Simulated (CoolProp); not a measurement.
Properties of R507A at several states.

The numbers come from the reference Helmholtz-energy equation of state, Lemmon 2003 in CoolProp. It is a pseudo-pure fit of the blend.

| T (K) | p (MPa) | phase | density (kg/m³) | speed of sound (m/s) | viscosity (µPa s) |
|---|---|---|---|---|---|
| 343.4 | 6.06 | liquid | 851.7 | 238.6 | 81.7 |
| 277.9 | 14.1 | liquid | 1208 | 601.1 | 223 |
| 430.7 | 6.71 | supercritical | 261.9 | 161.9 | 25.8 |

Viscosity comes from a separate model (Geller 2000).
